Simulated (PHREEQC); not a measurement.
# Alkaline etch or developer: an equilibrium model

Consider water at 25 °C with 18 mmol/kgw NaOH, 6.2 mmol/kgw Na2SiO3 and 0.032 mmol/kgw (CH3)4NCl. Closed to the air; pH follows from the charge balance.

All values are PHREEQC results (ion-association model, wateq4f.dat), not measurements.

Each row changes one thing in this solution. Precipitation was switched off in this run.

```csv
case,pH,ionic strength (mol/kgw)
as made,12.29,0.0315
Na2SiO3 from 0.0062 to 0.0124 mol/kgw,…,0.0454
Na2SiO3 left out,…,0.0180
(CH3)4NCl left out,12.29,0.0315
temperature from 25 to 50 °C,…,0.0313
0.0065 mol/kgw ZnBr2 added,…,0.0313
```

### Question
Some entries are withheld; supply them.

### Answer

- Na2SiO3 from 0.0062 to 0.0124 mol/kgw, pH: 12.36
- Na2SiO3 left out, pH: 12.20
- temperature from 25 to 50 °C, pH: 11.57
- 0.0065 mol/kgw ZnBr2 added, pH: 11.70

Some of these states are supersaturated (in Zn(OH)2-e, Zn(OH)2-a, for instance). (CH3)4N+ isn't in the database: it is added as a free cation with an ion size of 4 Å. Constants without temperature data keep their 25 °C values here.
